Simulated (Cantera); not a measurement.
An isothermal, constant-pressure homogeneous reactor starts with CH4 : H2 : N2 = 0.027 : 1 : 0.015 (molar parts), at 2450 K and 0.0170 bar. Integrator tolerance rtol = 1e-08.

Model: GRI-Mech 3.0 (53 species, 325 reactions), integrated in Cantera. GRI-Mech 3.0 stops at C3 and has no aromatics, soot or wall deposition, so with more carbon than oxygen in the feed, carbon stays in small species such as C2H2 where larger ones or solid carbon would form. Radical loss at walls, strong at low pressure, is not modelled.

Q: What does this change do: pressure from 0.0170 bar to 0.133 bar?

A: 
```tsv
quantity	before	after
x(CH4) at 7.00 s	2.24e-6 (gas-phase equilibrium 2.02e-6)	2.12e-5 (gas-phase equilibrium 1.89e-5)
x(H2) at 7.00 s	0.833 (gas-phase equilibrium 0.833)	0.921 (gas-phase equilibrium 0.921)
x(CH3) at 7.00 s	6.88e-6 (gas-phase equilibrium 6.20e-6)	2.21e-5 (gas-phase equilibrium 1.97e-5)
x(HCN) at 7.00 s	0.000694 (gas-phase equilibrium 0.00715)	0.00185 (gas-phase equilibrium 0.00752)
x(C2H4) at 7.00 s	1.38e-7 (gas-phase equilibrium 9.87e-8)	1.20e-6 (gas-phase equilibrium 9.02e-7)
x(C2H2) at 7.00 s	0.0113 (gas-phase equilibrium 0.00803)	0.0113 (gas-phase equilibrium 0.00847)
x(CH2) at 7.00 s	1.86e-6 (gas-phase equilibrium 1.68e-6)	2.03e-6 (gas-phase equilibrium 1.81e-6)
```
